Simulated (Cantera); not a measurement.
## Premixed flame

A freely propagating, adiabatic, planar premixed flame of 30.4 % CO, 1.19 % H2, 14.3 % O2, 54.1 % N2, equivalence ratio 1.1, unburnt at 573 K and 0.350 bar; mixture-averaged transport, grid criteria slope 0.08 and curve 0.16, no radiation.

Model: GRI-Mech 3.0 (53 species, 325 reactions), integrated in Cantera. Burning velocities carry a grid error of a few per cent, more on coarse grids.

| z (mm) | T (K) | u (m/s) | x CO | x H2 | x O2 | x H2O | x NO | x NO2 |
|---|---|---|---|---|---|---|---|---|
| -11.2 | 573 | 1.23 | 0.304 | 0.0119 | 0.143 | <1e-8 | <1e-8 | <1e-8 |
| -7.45 | 573 | 1.23 | 0.304 | 0.0118 | 0.143 | <1e-8 | <1e-8 | <1e-8 |
| -5.59 | 573 | 1.23 | 0.304 | 0.0118 | 0.143 | <1e-8 | <1e-8 | <1e-8 |
| -3.73 | 573 | 1.23 | 0.304 | 0.0118 | 0.143 | 1.22e-7 | <1e-8 | <1e-8 |
| -1.86 | 575 | 1.23 | 0.304 | 0.0114 | 0.143 | 2.69e-5 | <1e-8 | <1e-8 |
| -0.932 | 679 | 1.45 | 0.298 | 0.00991 | 0.140 | 0.00130 | 2.85e-8 | <1e-8 |
| 0 | 1107 | 2.33 | 0.254 | 0.00356 | 0.112 | 0.00668 | 1.59e-6 | <1e-8 |
| 0.932 | 1431 | 2.93 | 0.189 | 0.000798 | 0.0699 | 0.00559 | 1.08e-5 | <1e-8 |
| 1.86 | 1599 | 3.23 | 0.159 | 0.000796 | 0.0535 | 0.00361 | 2.40e-5 | <1e-8 |
| 3.73 | 1767 | 3.52 | 0.145 | 0.000974 | 0.0482 | 0.00457 | 4.48e-5 | <1e-8 |
| 7.45 | 1935 | 3.81 | 0.135 | 0.00104 | 0.0449 | 0.00660 | 7.62e-5 | 1.10e-8 |
| 14.9 | 2095 | 4.07 | 0.122 | 0.000952 | 0.0401 | 0.00824 | 0.000153 | 2.18e-8 |
| 29.8 | 2237 | 4.30 | 0.108 | 0.000814 | 0.0342 | 0.00944 | 0.000393 | 6.06e-8 |
x: mole fraction of selected species; z is measured from the peak of heat release.

```yaml
laminar_burning_velocity: 123 cm/s
thermal_thickness: 3.73 mm
grid_points: 142
```
